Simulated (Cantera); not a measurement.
## Carbon deposition, reforming and gasification: n-butane + H2 + N2

A closed system holds: 1 mol n-butane, 0.62 mol H2, 1.5 mol N2, equilibrated at 83.0 bar.

Equilibrium computed with Cantera from the NASA thermochemical tables; the gas is ideal and each condensed phase is pure. Candidate condensed phases: C, C6H6, C7H8, C8H18; 110 gas species. Ions and electrons are included (thermal ionisation). The ideal-gas law is rough above about 30 bar. Rates play no part.

| T (°C) | log p H2 | log p H | log p N2 | log p C2H2 (acetylene) | log p HCN | log p C2H | log p HNC | log p CN | log p C3 | log p C4H2 | log p C | log p C2 | n C(graphite) |
|---|---|---|---|---|---|---|---|---|---|---|---|---|---|
| 2227 | 1.80 | -0.70 | 1.21 | -0.17 | 0.35 | -3.81 | -0.58 | -3.38 | -6.30 | -2.52 | -6.78 | -7.34 | 3.61 |
| 2477 | 1.78 | -0.27 | 1.19 | 0.23 | 0.58 | -2.76 | -0.24 | -2.58 | -4.77 | -1.70 | -5.42 | -5.79 | 3.28 |
| 2727 | 1.76 | 0.08 | 1.15 | 0.55 | 0.75 | -1.89 | 0.03 | -1.91 | -3.51 | -1.04 | -4.30 | -4.50 | 2.73 |
| 2977 | 1.71 | 0.36 | 1.10 | 0.80 | 0.88 | -1.18 | 0.23 | -1.36 | -2.44 | -0.50 | -3.34 | -3.41 | 1.91 |
| 3227 | 1.65 | 0.60 | 1.04 | 0.98 | 0.97 | -0.57 | 0.39 | -0.90 | -1.53 | -0.07 | -2.53 | -2.49 | 0.793 |
| 3477 | 1.60 | 0.80 | 1.00 | 1.05 | 1.00 | -0.15 | 0.48 | -0.54 | -0.90 | 0.11 | -1.87 | -1.78 | 0 |
| 3727 | 1.57 | 0.99 | 0.98 | 1.00 | 0.98 | 0.11 | 0.51 | -0.28 | -0.53 | 0.04 | -1.36 | -1.29 | 0 |
| 3977 | 1.53 | 1.15 | 0.95 | 0.93 | 0.94 | 0.30 | 0.52 | -0.07 | -0.23 | -0.07 | -0.91 | -0.87 | 0 |
| 4227 | 1.49 | 1.28 | 0.92 | 0.82 | 0.89 | 0.45 | 0.50 | 0.11 | -0.01 | -0.24 | -0.53 | -0.53 | 0 |
| 4477 | 1.43 | 1.40 | 0.90 | 0.68 | 0.82 | 0.53 | 0.47 | 0.25 | 0.14 | -0.48 | -0.21 | -0.26 | 0 |
| 4727 | 1.36 | 1.49 | 0.88 | 0.49 | 0.73 | 0.56 | 0.40 | 0.36 | 0.22 | -0.77 | 0.06 | -0.05 | 0 |
log p: log10 of the partial pressure in bar; n: condensed amount in mol.

From 2227 °C to 3227 °C the condensed part is C(graphite). From 3477 °C to 4727 °C nothing is condensed. The main C-bearing gas is HCN at 2227 °C and C2H at 4727 °C.
